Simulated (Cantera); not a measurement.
An isothermal, constant-pressure homogeneous reactor starts with CO : O₂ : H₂O : N₂ = 0.0055 : 0.073 : 0.001 : 0.19 (molar parts), equivalence ratio 0.038, at 1450 K and 0.120 bar.

Cantera simulation using GRI-Mech 3.0 (53 species, 325 reactions); the numbers are that mechanism's predictions, not measurements.

x: mole fraction; the columns are a selection and need not sum to one.

```json
[
 {"t (s)": "3.00e-5", "x CO": "0.0204", "x O₂": "0.271", "x H₂O": "0.00371", "x H": "1.75e-11", "x HO₂": "2.78e-10", "x OH": "4.90e-10"},
 {"t (s)": "6.97e-5", "x CO": "0.0204", "x O₂": "0.271", "x H₂O": "0.00371", "x H": "7.53e-11", "x HO₂": "6.35e-10", "x OH": "1.79e-9"},
 {"t (s)": "0.000162", "x CO": "0.0204", "x O₂": "0.271", "x H₂O": "0.00371", "x H": "3.50e-10", "x HO₂": "1.42e-9", "x OH": "7.70e-9"},
 {"t (s)": "0.000376", "x CO": "0.0204", "x O₂": "0.271", "x H₂O": "0.00371", "x H": "1.77e-9", "x HO₂": "3.11e-9", "x OH": "3.76e-8"},
 {"t (s)": "0.000874", "x CO": "0.0204", "x O₂": "0.271", "x H₂O": "0.00371", "x H": "1.06e-8", "x HO₂": "7.40e-9", "x OH": "2.21e-7"},
 {"t (s)": "0.00203", "x CO": "0.0204", "x O₂": "0.271", "x H₂O": "0.00371", "x H": "(withheld)", "x HO₂": "(withheld)", "x OH": "(withheld)"},
 {"t (s)": "0.00472", "x CO": "0.0194", "x O₂": "0.270", "x H₂O": "0.00360", "x H": "2.04e-5", "x HO₂": "6.66e-7", "x OH": "0.000193"},
 {"t (s)": "0.0110", "x CO": "0.00482", "x O₂": "0.259", "x H₂O": "0.00291", "x H": "0.000652", "x HO₂": "1.87e-6", "x OH": "0.000865"},
 {"t (s)": "0.0254", "x CO": "0.000560", "x O₂": "0.261", "x H₂O": "0.00330", "x H": "0.000204", "x HO₂": "1.35e-6", "x OH": "0.000621"},
 {"t (s)": "0.0591", "x CO": "0.000121", "x O₂": "0.263", "x H₂O": "0.00357", "x H": "2.30e-5", "x HO₂": "6.22e-7", "x OH": "0.000309"},
 {"t (s)": "0.137", "x CO": "2.48e-5", "x O₂": "0.263", "x H₂O": "0.00367", "x H": "2.19e-6", "x HO₂": "2.18e-7", "x OH": "0.000142"},
 {"t (s)": "0.319", "x CO": "(withheld)", "x O₂": "0.263", "x H₂O": "0.00371", "x H": "(withheld)", "x HO₂": "(withheld)", "x OH": "(withheld)"},
 {"t (s)": "0.741", "x CO": "1.24e-6", "x O₂": "0.263", "x H₂O": "0.00373", "x H": "3.01e-8", "x HO₂": "2.61e-8", "x OH": "3.44e-5"},
 {"t (s)": "1.72", "x CO": "4.11e-7", "x O₂": "0.263", "x H₂O": "0.00374", "x H": "6.77e-9", "x HO₂": "1.85e-8", "x OH": "2.09e-5"},
 {"t (s)": "4.00", "x CO": "2.69e-7", "x O₂": "0.263", "x H₂O": "0.00374", "x H": "4.00e-9", "x HO₂": "1.81e-8", "x OH": "1.76e-5"}
]
```

**Question.** What belongs in the gaps?

**Answer.** 
- 0.00203, x H: 1.26e-7
- 0.00203, x HO₂: 4.04e-8
- 0.00203, x OH: 2.57e-6
- 0.319, x CO: 5.17e-6
- 0.319, x H: 2.26e-7
- 0.319, x HO₂: 6.77e-8
- 0.319, x OH: 6.72e-5
